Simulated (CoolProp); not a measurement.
The fluid at 298.15 K and 0.265 MPa is compressed adiabatically to 1.23 MPa with isentropic efficiency 0.85. The same conditions are run with several fluids, on thermodynamics alone (safety and materials aside).

Values from CoolProp's reference Helmholtz-energy equation of state of each fluid (c-C4F8 (RC318): Platzer 1990; hydrogen chloride: Thol 2018; ethane: Bücker 2006; R152A: Outcalt 1996; R115: Lemmon 2016). The equations of Platzer and Polt are older, rougher fits.

Rank c-C4F8 (RC318), hydrogen chloride, ethane, R152A, R115 by work (kJ/kg), highest first.

ethane (163), hydrogen chloride (152), R152A (68.1), R115 (27.9), c-C4F8 (RC318) (18.9)

```json
[
 {"fluid": "c-C4F8 (RC318)", "final temperature (K)": "349.2", "final phase": "two-phase, vapour fraction 0.840", "final density (kg/m³)": "138"},
 {"fluid": "hydrogen chloride", "final temperature (K)": "490.5", "final phase": "gas", "final density (kg/m³)": "11.2"},
 {"fluid": "ethane", "final temperature (K)": "387.5", "final phase": "gas", "final density (kg/m³)": "12.0"},
 {"fluid": "R152A", "final temperature (K)": "371.7", "final phase": "gas", "final density (kg/m³)": "30.1"},
 {"fluid": "R115", "final temperature (K)": "345.5", "final phase": "gas", "final density (kg/m³)": "78.6"}
]
```
